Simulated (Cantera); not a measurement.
Input (Python, Cantera) and output of one run.

```python
import numpy as np
import cantera as ct

gas_names = """
    CL CL2 H HCL H2 Si SiCL SiCL2 SiCL3 SiCL4 SiH SiHCL3 SiH2 SiH2CL2 SiH3 SiH3CL SiH4 Si2 Si3
""".split()
cond_names = """
    Si(cr) Si(L)
""".split()


# ... load() reads the species with a 1 bar reference pressure and builds the phases ...
atoms = {
    'SiH4': {'Si': 1, 'H': 4},
    'Cl2': {'CL': 2},
    'H2': {'H': 2},
}
top_T = {}  # K; cautious upper limits of use, not melting points


# ... equilibrate(T, P, feed) seeds the gas with the atoms and calls Mixture.equilibrate('TP', solver="vcs", rtol=1e-11, max_steps=5000) ...
results = []
feed = {'SiH4': 1, 'Cl2': 0.29, 'H2': 23}  # mol
T = 1098  # K
P = 13332.2  # Pa
mix = equilibrate(T, P, feed)
results.append((T, P, feed, dict(zip(mix.species_names, mix.species_moles))))
x = sorted(zip(gas.X, gas.species_names), reverse=True)
print(f"T = {T:g} K  P = {P:g} Pa  gas = {mix.phase_moles(0):.4g} mol")
print("   x: " + "  ".join(f"{s} {v:.3e}" for v, s in x if v > 1e-05))
print("   condensed (mol): " + ("  ".join(f"{mix.phase(i).name} {mix.phase_moles(i):.4g}"
      for i in range(1, mix.n_phases) if mix.phase_moles(i) > 1e-12) or "none"))
```

It prints:

```
T = 1098 K  P = 13332.2 Pa  gas = 25.23 mol
   x: H2 9.834e-01  HCL 1.364e-02  SiHCL3 1.141e-03  SiCL4 1.087e-03  SiCL2 3.841e-04  SiCL3 1.724e-04  SiH2CL2 1.431e-04
   condensed (mol): Si(cr) 0.926
```

Equilibrium computed with Cantera from the NASA thermochemical tables; the gas is ideal and each condensed phase is pure. The tables' values for SiCl3 are old estimates; treat these amounts as uncertain.
